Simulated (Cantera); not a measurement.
A closed system holds: 1 mol HgO, 0.056 mol H2, 3.1 mol N2, at 0.560 bar.

Equilibrium computed with Cantera from the NASA thermochemical tables; the gas is ideal and each condensed phase is pure. Candidate condensed phases: H2O, Hg, HgO; 25 gas species. Rates play no part. All values below are at 1325 K.

Base state: N2 0.670, Hg 0.216, O2 0.102, H2O 0.0121, NO 0.000298 (mole fractions); condensed: gas only.

Question: What changes in the equilibrium state with this change: HgO replaced by Pb?

Answer: 
```csv
species,before,after
N2,0.670,0.976
H2,6.80e-9,0.0176
Pb,0,0.00644
Hg,0.216,0
O2,0.102,0
H2O,0.0121,0
NO,0.000298,0
"Pb(l), mol",0,0.980
```
Further candidate phases: Pb.

Question: What changes in the equilibrium state with this change: HgO replaced by Hg?

Answer: 
| species | before | after |
|---|---|---|
| N2 | 0.670 | 0.746 |
| Hg | 0.216 | 0.241 |
| H2 | 6.80e-9 | 0.0135 |
| O2 | 0.102 | 0 |
| H2O | 0.0121 | 0 |
| NO | 0.000298 | 0 |
